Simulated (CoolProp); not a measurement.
Fluorine at 295 K and 4.32 MPa is throttled through a valve to 1.42 MPa with no heat exchange. Each further row changes one setting.

Computed with CoolProp (reference Helmholtz-energy equation of state, de Reuck 1990).

| case | temperature change (K) | final density (kg/m³) |
|---|---|---|
| as stated | … | … |
| outlet pressure 0.426 MPa | … | … |
| outlet pressure 1.85 MPa | … | 29.4 |

Question: What belongs in the gaps?

Answer: 
- as stated, temperature change (K): -5.5
- as stated, final density (kg/m³): 22.6
- outlet pressure 0.426 MPa, temperature change (K): -7.5
- outlet pressure 0.426 MPa, final density (kg/m³): 6.79
- outlet pressure 1.85 MPa, temperature change (K): -4.7
